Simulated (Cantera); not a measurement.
# Thermodynamics of thermal oxidation and active oxidation of silicon, feed Si + N₂O + H₂

Charge: 1 mol Si, a varied amount of N₂O, 15 mol H₂, equilibrated at 1575 K and 7.50 Torr.

These are equilibrium values from Cantera (NASA tables, ideal gas, pure condensed phases), not measurements of a reactor. Candidate condensed phases: H₂O, Si, SiO₂, Si₂N₂O, Si₃N₄; 35 gas species. Mutual solubility and eutectic melting of coexisting phases are not modelled. The tables hold silica as quartz up to 1696 K and as liquid above; real silica turns to tridymite and cristobalite and melts near 1996 K. Equilibrium is a limit: real reactors are often held back by kinetics, nucleation or transport.

At 0.025 mol N₂O the condensed part is Si(s). From 0.094 mol N₂O to 0.51 mol N₂O the condensed part is Si(s) + Si₂N₂O(s). From 0.58 mol N₂O to 0.65 mol N₂O the condensed part is Si₂N₂O(s). At 0.71 mol N₂O the condensed part is SiO₂(β-quartz) + Si₂N₂O(s). The main Si-bearing gas is SiO throughout. The share of Si in condensed phases is highest at 0.025 mol N₂O (97.5 %) and lowest at 0.71 mol N₂O (62.6 %).

```json
[
 {"n(N₂O) (mol)": "0.025", "x H₂": "0.996", "x N₂": "0.00166", "x SiO": "0.00166", "x H": "0.000415", "n Si(s)": "0.975", "n Si₂N₂O(s)": "0", "n SiO₂(β-quartz)": "0"},
 {"n(N₂O) (mol)": "0.094", "x H₂": "0.993", "x N₂": "0.00308", "x SiO": "0.00308", "x H": "0.000414", "n Si(s)": "0.858", "n Si₂N₂O(s)": "0.0476", "n SiO₂(β-quartz)": "0"},
 {"n(N₂O) (mol)": "0.16", "x H₂": "0.993", "x N₂": "0.00308", "x SiO": "0.00308", "x H": "0.000414", "n Si(s)": "0.726", "n Si₂N₂O(s)": "0.114", "n SiO₂(β-quartz)": "0"},
 {"n(N₂O) (mol)": "0.23", "x H₂": "0.993", "x N₂": "0.00308", "x SiO": "0.00308", "x H": "0.000414", "n Si(s)": "0.586", "n Si₂N₂O(s)": "0.184", "n SiO₂(β-quartz)": "0"},
 {"n(N₂O) (mol)": "0.3", "x H₂": "0.993", "x N₂": "0.00308", "x SiO": "0.00308", "x H": "0.000414", "n Si(s)": "0.446", "n Si₂N₂O(s)": "0.254", "n SiO₂(β-quartz)": "0"},
 {"n(N₂O) (mol)": "0.37", "x H₂": "0.993", "x N₂": "0.00308", "x SiO": "0.00308", "x H": "0.000414", "n Si(s)": "0.306", "n Si₂N₂O(s)": "0.324", "n SiO₂(β-quartz)": "0"},
 {"n(N₂O) (mol)": "0.44", "x H₂": "0.993", "x N₂": "0.00308", "x SiO": "0.00308", "x H": "0.000414", "n Si(s)": "0.166", "n Si₂N₂O(s)": "0.394", "n SiO₂(β-quartz)": "0"},
 {"n(N₂O) (mol)": "0.51", "x H₂": "0.993", "x N₂": "0.00308", "x SiO": "0.00308", "x H": "0.000414", "n Si(s)": "0.0263", "n Si₂N₂O(s)": "0.464", "n SiO₂(β-quartz)": "0"},
 {"n(N₂O) (mol)": "0.58", "x H₂": "0.979", "x N₂": "0.0104", "x SiO": "0.0104", "x H": "0.000411", "n Si(s)": "0", "n Si₂N₂O(s)": "0.420", "n SiO₂(β-quartz)": "0"},
 {"n(N₂O) (mol)": "0.65", "x H₂": "0.961", "x N₂": "0.0192", "x SiO": "0.0192", "x H": "0.000407", "n Si(s)": "0", "n Si₂N₂O(s)": "0.350", "n SiO₂(β-quartz)": "0"},
 {"n(N₂O) (mol)": "0.71", "x H₂": "0.950", "x N₂": "0.0256", "x SiO": "0.0237", "x H": "0.000405", "n Si(s)": "0", "n Si₂N₂O(s)": "0.306", "n SiO₂(β-quartz)": "0.0148"}
]
```
x: gas mole fraction; n: condensed amount in mol.
